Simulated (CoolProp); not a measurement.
Aqueous methanol as a coolant, 48 % by mass, freezing at -51.1 °C, 1 atm.

Values from CoolProp's Melinder's fits for secondary coolants.

| T (°C) | cp (kJ/(kg K)) | viscosity (mPa s) | Prandtl number | density (kg/m³) |
|---|---|---|---|---|
| -34 | 3.077 | 16.4 | 150 | 952.2 |
| -28.1 | (withheld) | 11.8 | 110 | 948.9 |
| -22.1 | 3.239 | 8.69 | 82.8 | 945.5 |
| -16.2 | 3.314 | 6.58 | 63.8 | 942.0 |
| -10.2 | 3.386 | 5.07 | 50.0 | 938.4 |
| -4.2 | 3.452 | 3.99 | 39.9 | 934.8 |
| 1.7 | 3.511 | 3.20 | 32.4 | 931.2 |
| 7.7 | 3.565 | 2.61 | 26.6 | 927.5 |
| 13.6 | 3.610 | 2.16 | 22.2 | 923.8 |
| 19.6 | 3.648 | 1.81 | 18.7 | 919.9 |
| 25.5 | 3.677 | 1.53 | 15.9 | 916.1 |
| 31.5 | (withheld) | 1.30 | 13.5 | (withheld) |
| 37.4 | 3.707 | 1.12 | 11.6 | 908.1 |

Q: Complete the blanks.

A: 
- -28.1, cp (kJ/(kg K)): 3.159
- 31.5, cp (kJ/(kg K)): 3.697
- 31.5, density (kg/m³): 912.1
